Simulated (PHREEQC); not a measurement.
Solution (25 °C): 0.0065 mol Al2(SO4)3, 3.4e-05 mol NH3, 0.031 mol NH4HCO3 and 0.0117 mol Fe2(SO4)3 per kg of water. Closed to the air; pH follows from the charge balance.

All values are PHREEQC results (ion-association model, wateq4f.dat), not measurements.

```yaml
pH: 4.16
ionic_strength: 0.174 mol/kgw
total_alkalinity: -15.8 meq/kg
```

| species | molality | activity | log γ |
|---|---|---|---|
| SO4-2 | 0.0349 | 0.0107 | -0.512 |
| CO2 | 0.0307 | 0.0320 | 0.017 |
| NH4+ | 0.0272 | 0.0205 | -0.124 |
| AlSO4+ | 0.00863 | 0.00637 | -0.132 |
| Fe3(OH)4+5 | 0.00520 | 4.23e-6 | -3.089 |
| NH4SO4- | 0.00379 | 0.00283 | -0.126 |
| Fe(OH)2+ | 0.00342 | 0.00258 | -0.122 |
| Al(SO4)2- | 0.00293 | 0.00216 | -0.132 |
| FeOH+2 | 0.00173 | 0.000540 | -0.505 |

Precipitation was switched off in this run. The solution is supersaturated, for example in Fe(OH)3(a), Basaluminite, so a real one may precipitate; this is no full list. Species that the database lacks are ignored. Carbamate, which ammonia and carbonate form, is missing from the database.
